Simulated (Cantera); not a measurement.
A freely propagating, adiabatic, planar premixed flame of H2 : O2 : N2 = 1 : 0.312 : 1.17 (molar parts), equivalence ratio 1.6, unburnt at 650 K and 0.310 bar; mixture-averaged transport, grid criteria slope 0.08 and curve 0.16, no radiation.

Model: the H2/O2 subset of GRI-Mech 3.0, which has no nitrogen chemistry, integrated in Cantera. Burning velocities carry a grid error of a few per cent, more on coarse grids.

Predict: laminar burning velocity; thermal thickness; peak x(HO2); peak x(H); peak x(OH); peak x(H2O2).

laminar burning velocity: 900 cm/s
thermal thickness: 2.12 mm
peak x(HO2): 8.19e-5
peak x(H): 0.121
peak x(OH): 0.0110
peak x(H2O2): 1.14e-6
